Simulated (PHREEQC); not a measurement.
Make-up at 30 °C: 0.15 mol/kgw HF, 0.0092 mol/kgw KF, 2.9e-07 mol/kgw H4SiO4 and 4.8e-05 mol/kgw HCl. Closed to the air; pH follows from the charge balance.

Model: ion-association model, phreeqc.dat, run in PHREEQC.

The pH comes out as 2.10, the ionic strength is 0.0182 mol/kgw and the total alkalinity comes out as -150 meq/kg.

```tsv
species	molality	activity	log γ
HF	0.135	0.135	0.002
F-	0.0118	0.0103	-0.060
K+	0.00920	0.00802	-0.060
H+	0.00898	0.00801	-0.050
HF2-	0.00633	0.00553	-0.058
Cl-	4.80e-5	4.19e-5	-0.059
SiF6-2	2.90e-7	1.72e-7	-0.227
```

Precipitation was switched off in this run. SiF6-2 is the database's only silicon fluoride.
